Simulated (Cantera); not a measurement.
Input (Python, Cantera):

```python
import numpy as np
import cantera as ct

gas = ct.Solution("gri30.yaml")
gas.TPX = 1350, 2800000, {'CO': 1, 'H2': 0.12, 'CH4': 0.14, 'O2': 0.35, 'N2': 1.32, 'H2O': 0.86}
reactor = ct.IdealGasReactor(gas, energy="on", clone=False)
net = ct.ReactorNet([reactor])
net.rtol, net.atol = 1e-08, 1e-16
show = ['CO', 'H2', 'CH4', 'NO', 'HCN']
times = np.geomspace(1e-06, 0.4, 13)

steps = ct.SolutionArray(gas, extra=["t"])
rows = []
print(f"{'t/s':>10s}{'T/K':>9s}{'P/Pa':>11s}" + "".join(f"{s:>11s}" for s in show))
for t in times:
    while net.time < t:
        t_next = net.step()
        steps.append(gas.state, t=t_next)
    rows.append([np.interp(t, steps.t, y) for y in (steps.T, steps.P, *steps(*show).X.T)])
    print(f"{t:10.3e}{rows[-1][0]:9.1f}{rows[-1][1]:11.4g}" + "".join(f"{x:11.3e}" for x in rows[-1][2:]))
rate = np.gradient(steps.T, steps.t)
print("integrator steps:", len(steps.t))
if steps.T.max() > steps.T[0] + 200:
    print(f"time of steepest temperature rise: {steps.t[rate.argmax()]:.4e} s")
gas.TPX = 1350, 2800000, {'CO': 1, 'H2': 0.12, 'CH4': 0.14, 'O2': 0.35, 'N2': 1.32, 'H2O': 0.86}
gas.equilibrate("UV")
print(f"equilibrium (UV): T = {gas.T:.1f} K  " + "  ".join(f"{s} {gas[s].X[0]:.3e}" for s in show))
```

Result:

```
       t/s      T/K       P/Pa         CO         H2        CH4         NO        HCN
 1.000e-06   1350.0    2.8e+06  2.639e-01  3.166e-02  3.694e-02  1.387e-16  1.880e-20
 2.930e-06   1350.1    2.8e+06  2.638e-01  3.166e-02  3.694e-02  6.556e-16  2.605e-19
 8.584e-06   1350.7  2.801e+06  2.638e-01  3.163e-02  3.693e-02  8.750e-15  1.362e-17
 2.515e-05   1371.6  2.842e+06  2.627e-01  3.094e-02  3.646e-02  1.857e-12  3.126e-14
 7.368e-05   2556.3   5.21e+06  1.922e-01  7.086e-02  1.396e-08  1.734e-05  4.510e-07
 2.159e-04   2556.1  5.209e+06  1.922e-01  7.087e-02  1.831e-09  4.147e-05  2.399e-07
 6.325e-04   2555.6  5.209e+06  1.923e-01  7.090e-02  1.838e-09  9.631e-05  5.614e-07
 1.853e-03   2555.2  5.208e+06  1.923e-01  7.093e-02  1.844e-09  1.461e-04  8.557e-07
 5.429e-03   2555.1  5.208e+06  1.923e-01  7.093e-02  1.844e-09  1.501e-04  8.797e-07
 1.591e-02   2555.1  5.208e+06  1.923e-01  7.093e-02  1.844e-09  1.501e-04  8.797e-07
 4.660e-02   2555.1  5.208e+06  1.923e-01  7.093e-02  1.844e-09  1.501e-04  8.797e-07
 1.365e-01   2555.1  5.208e+06  1.923e-01  7.093e-02  1.844e-09  1.501e-04  8.797e-07
 4.000e-01   2555.1  5.208e+06  1.923e-01  7.093e-02  1.844e-09  1.501e-04  8.797e-07
integrator steps: 1884
time of steepest temperature rise: 5.3510e-05 s
equilibrium (UV): T = 2555.1 K  CO 1.923e-01  H2 7.093e-02  CH4 2.014e-09  NO 1.501e-04  HCN 8.797e-07
```

Computed with Cantera and GRI-Mech 3.0 (53 species, 325 reactions). The pressure lies above the range GRI-Mech 3.0 was tuned for (to about 10 atm).
